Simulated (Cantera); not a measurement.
Input: 1 mol B, 1.6 mol HCl, 2 mol O₂, 0.025 mol H₂O, at 1202 °C and 54.0 mbar.

These are equilibrium values from Cantera (NASA tables, ideal gas, pure condensed phases), not measurements of a reactor. Candidate condensed phases: B, B₂O₃, B₃O₃H₃, H₂O; 33 gas species. The tables' values for BOCl are old estimates; treat these amounts as uncertain. Gases not in the tables: H₃BO₃. Rates play no part.

Base state: HCl 0.468, O₂ 0.411, H₂O 0.0429, Cl 0.0340, Cl₂ 0.0258, HBO₂ 0.0172, B₂O₃ 0.000239, ClO 0.000129 (mole fractions); condensed: B₂O₃(l).

What changes in the equilibrium state with this change: temperature from 1202 °C to 1027 °C?


```csv
species,before,after
HCl,0.468,0.473
O₂,0.411,0.419
H₂O,0.0429,0.0536
Cl,0.0340,0.0108
Cl₂,0.0258,0.0409
HBO₂,0.0172,0.00307
B₂O₃,0.000239,3.45e-6
BO₂,5.01e-5,1.37e-6
BOCl,0.000121,5.94e-6
"B₂O₃(l), mol",0.474,0.496
```

What changes in the equilibrium state with this change: pressure from 54.0 mbar to 0.180 bar?


| species | before | after |
|---|---|---|
| HCl | 0.468 | 0.463 |
| O₂ | 0.411 | 0.414 |
| H₂O | 0.0429 | 0.0525 |
| Cl₂ | 0.0258 | 0.0377 |
| Cl | 0.0340 | 0.0225 |
| HBO₂ | 0.0172 | 0.0105 |
| B₂O₃ | 0.000239 | 7.16e-5 |
| (HBO₂)₃ | 1.02e-5 | 2.52e-5 |
| BO₂ | 5.01e-5 | 2.04e-5 |
| B₂O₃(l), mol | 0.474 | 0.485 |

What changes in the equilibrium state with this change: temperature from 1202 °C to 927 °C?


| species | before | after |
|---|---|---|
| HCl | 0.468 | 0.461 |
| O₂ | 0.411 | 0.418 |
| H₂O | 0.0429 | 0.0630 |
| Cl | 0.0340 | 0.00465 |
| Cl₂ | 0.0258 | 0.0523 |
| HBO₂ | 0.0172 | 0.000898 |
| B₂O₃ | 0.000239 | 1.70e-7 |
| BO₂ | 5.01e-5 | 1.07e-7 |
| B₂O₃(l), mol | 0.474 | 0.499 |
